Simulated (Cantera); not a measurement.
Charge: 1 mol FeCl3, 1.9 mol HCl, 42 mol N2, at 1725 K and 0.105 Torr.

These are equilibrium values from Cantera (NASA tables, ideal gas, pure condensed phases), not measurements of a reactor. Candidate condensed phases: Fe, FeCl2, FeCl3, NH4Cl; 18 gas species. Kinetics and transport are ignored.

Base state: N2 0.914, HCl 0.0402, Cl 0.0237, FeCl2 0.0214, H2 0.000426, Fe 0.000361, H 0.000324 (mole fractions); condensed: gas only.

Q: What changes in the equilibrium state with this change: pressure from 0.105 Torr to 750 Torr?

A: 
```tsv
species	before	after
N2	0.914	0.920
HCl	0.0402	0.0416
FeCl2	0.0214	0.0206
Cl	0.0237	0.0132
Cl2	1.64e-6	0.00366
Fe	0.000361	<1e-9
H	0.000324	8.39e-8
FeCl3	3.45e-7	0.00133
```

Q: What changes in the equilibrium state with this change: FeCl3 replaced by PbCl2?

A: 
```
species    before    after
-------  --------  -------
N2          0.914    0.899
HCl        0.0402   0.0402
Cl         0.0237   0.0392
FeCl2      0.0214        0
Pb              0   0.0174
PbCl            0  0.00388
Fe       0.000361        0
PbCl2           0  9.58e-5
```
Further candidate phases: Pb, PbCl2.
